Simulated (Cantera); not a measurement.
A closed system holds: 1 mol CuO, 1.8 mol F2, at 2200 Pa.

Method: chemical equilibrium by Gibbs-energy minimisation in Cantera with the NASA 1993 tables (ideal gas, pure condensed phases). Candidate condensed phases: Cu, CuF2, CuO, Cu2O; 13 gas species. Kinetics and transport are ignored. All values below are at 1623 K.

Base state: F 0.516, CuF2 0.321, O2 0.161, CuF 0.00121, F2 0.000286, O 5.15e-5, FO 1.06e-5 (mole fractions); condensed: gas only.

What changes in the equilibrium state with this change: F2 from 1.8 to 7.8 mol?


| species | before | after |
|---|---|---|
| F | 0.516 | 0.900 |
| CuF2 | 0.321 | 0.0661 |
| O2 | 0.161 | 0.0331 |
| CuF | 0.00121 | 0.000143 |
| F2 | 0.000286 | 0.000867 |

What changes in the equilibrium state with this change: pressure from 2200 Pa to 13300 Pa?


```
species    before     after
-------  --------  --------
F           0.516     0.514
CuF2        0.321     0.323
O2          0.161     0.162
F2       0.000286   0.00171
CuF       0.00121  0.000201
O         5.15e-5   2.09e-5
FO        1.06e-5   2.60e-5
```
